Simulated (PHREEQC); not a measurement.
Consider water at 25 °C and 300 atm with 0.0024 mol MgCl2, 0.21 mol Na2SO4 and 7.3e-05 mol MgSO4 per kg of water. Closed to the air; pH follows from the charge balance.

All values are PHREEQC results (ion-association model, phreeqc.dat), not measurements.

```tsv
quantity	before	after
pH	7.15	7.61
ionic strength (mol/kgw)	0.516	0.656
Na+ (mol/kgw)	0.363	0.512
SO4-2 (mol/kgw)	0.151	0.140
NaSO4- (mol/kgw)	0.0574	0.0692
MgSO4 (mol/kgw)	0.00157	0.00113
SI of Halite (NaCl)	-4.70	-4.56
```

**Question.** What was changed between the two runs?
A. MgSO4 from 7.3e-05 to 0.00011 mol/kgw
B. MgSO4 from 7.3e-05 to 0.00073 mol/kgw
C. 0.19 mol/kgw NaHCO3 added
D. MgSO4 replaced by CaSO4 at the same molality
E. Na2SO4 from 0.21 to 0.42 mol/kgw

**Answer.** C, 0.19 mol/kgw NaHCO3 added

Precipitation was switched off in this run. Under pressure, the constants of complexes without a molar volume in the database are unreliable.
